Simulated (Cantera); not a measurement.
Input: 1 mol SiCl4, 2.8 mol Cl2, 1.1 mol H2, equilibrated at 723.15 K and 1 atm.

Method: chemical equilibrium by Gibbs-energy minimisation in Cantera with the NASA 1993 tables (ideal gas, pure condensed phases). Candidate condensed phases: Si; 19 gas species. Rates play no part.

Base state: HCl 0.449, Cl2 0.347, SiCl4 0.204 (mole fractions); condensed: gas only.

### Question
What changes in the equilibrium state with this change: 1.1 mol NH3 added?

### Answer
| species | before | after |
|---|---|---|
| HCl | 0.449 | 0.775 |
| SiCl4 | 0.204 | 0.141 |
| N2 | 0 | 0.0775 |
| Cl2 | 0.347 | 0.00704 |
Further candidate phases: NH4Cl, Si3N4.
